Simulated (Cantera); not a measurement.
A closed system holds: 1 mol Ti(OiPr)₄, 1.6 mol H₂, equilibrated at 0.113 Torr.

Cantera equilibrium calculation (NASA polynomials, part measured and part estimated; ideal gas, pure solids and liquids). Candidate condensed phases: C, C₆H₆, C₇H₈, C₈H₁₈, H₂O, Ti, TiC, TiO, TiO₂, Ti₂O₃, Ti₃O₅, Ti₄O₇; 113 gas species. The feed counts by its element totals alone. TiC: taken at fixed stoichiometry. Equilibrium is a limit: real reactors are often held back by kinetics, nucleation or transport. All values below are at 827 °C.

Base state: H₂ 0.796, CO 0.204 (mole fractions); condensed: C(graphite) + TiC(s).

Question: What changes in the equilibrium state with this change: pressure from 0.113 Torr to 4.88 Torr?

Answer: 
```tsv
species	before	after
H₂	0.796	0.874
CO	0.204	0.126
CH₄	3.41e-6	0.000178
H₂O	2.18e-6	6.40e-5
C(graphite), mol	7.00	9.75
TiC(s), mol	1.00	0
Ti₄O₇(s), mol	0	0.250
```
Condensed phases not in the tables: Magnéli phases beyond Ti₄O₇.
